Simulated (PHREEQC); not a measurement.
Solution (40 °C): 36 mmol/kgw H2SO4 and 2 mmol/kgw ZnSO4. Closed to the air; pH follows from the charge balance.

The numbers come from PHREEQC with the ion-association model, phreeqc.dat.

```json
[
 {"quantity": "pH", "before": "1.42", "after": "1.68"},
 {"quantity": "ionic strength (mol/kgw)", "before": "0.0585", "after": "0.0330"},
 {"quantity": "HSO4- (mol/kgw)", "before": "0.0274", "after": "0.0118"},
 {"quantity": "SO4-2 (mol/kgw)", "before": "0.00989", "after": "0.00681"}
]
```

Task: Which change was made?
(A) H2SO4 from 0.036 to 0.054 mol/kgw
(B) diluted 2-fold with water
(C) ZnSO4 left out
(D) H2SO4 from 0.036 to 0.0324 mol/kgw
(E) H2SO4 left out

Result: B, diluted 2-fold with water

No solid was allowed to form. At this temperature some constants are extrapolated from 25 °C, and those without enthalpy data are left unchanged.
